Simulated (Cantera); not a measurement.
An adiabatic, constant-volume homogeneous reactor starts with CH₄ : CO : O₂ : N₂ : H₂O : CO₂ = 1 : 0.24 : 1.51 : 5.69 : 0.91 : 0.056 (molar parts), at 1175 K and 13.0 bar.

Cantera simulation using GRI-Mech 3.0 (53 species, 325 reactions); the numbers are that mechanism's predictions, not measurements. The pressure lies above the range GRI-Mech 3.0 was tuned for (to about 10 atm).

Predict: time of steepest temperature rise; temperature at 0.400 s; equilibrium temperature; x(CO) at 0.400 s; x(O₂) at 0.400 s; x(H) at 0.400 s.

time of steepest temperature rise: 8.43 ms
temperature at 0.400 s: 2797 K
equilibrium temperature: 2797 K
x(CO) at 0.400 s: 0.0764 (gas-phase equilibrium 0.0764)
x(O₂) at 0.400 s: 0.000344 (gas-phase equilibrium 0.000344)
x(H) at 0.400 s: 0.00315 (gas-phase equilibrium 0.00315)
